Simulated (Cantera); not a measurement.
A perfectly stirred reactor is fed with CO : O2 : H2O : N2 = 0.0024 : 0.037 : 0.0033 : 1 (molar parts), equivalence ratio 0.032, at 6.20 bar; it is held at 1348 K, and followed from long to short residence time.

Model: GRI-Mech 3.0 (53 species, 325 reactions), integrated in Cantera.

Q: Predict: x(CO) at τ = 6.80 s; x(O2) at τ = 6.80 s; x(H2O) at τ = 6.80 s; x(OH) at τ = 6.80 s; x(CO) at τ = 0.230 s; x(O2) at τ = 0.230 s; x(H2O) at τ = 0.230 s; x(OH) at τ = 0.230 s; x(H) at τ = 0.230 s.

A: 
| Item | Value |
|---|---|
| x(CO) at τ = 6.80 s | 6.14e-6 |
| x(O2) at τ = 6.80 s | 0.0344 |
| x(H2O) at τ = 6.80 s | 0.00317 |
| x(OH) at τ = 6.80 s | 3.08e-6 |
| x(CO) at τ = 0.230 s | 7.50e-5 |
| x(O2) at τ = 0.230 s | 0.0344 |
| x(H2O) at τ = 0.230 s | 0.00316 |
| x(OH) at τ = 0.230 s | 7.19e-6 |
| x(H) at τ = 0.230 s | 1.62e-8 |
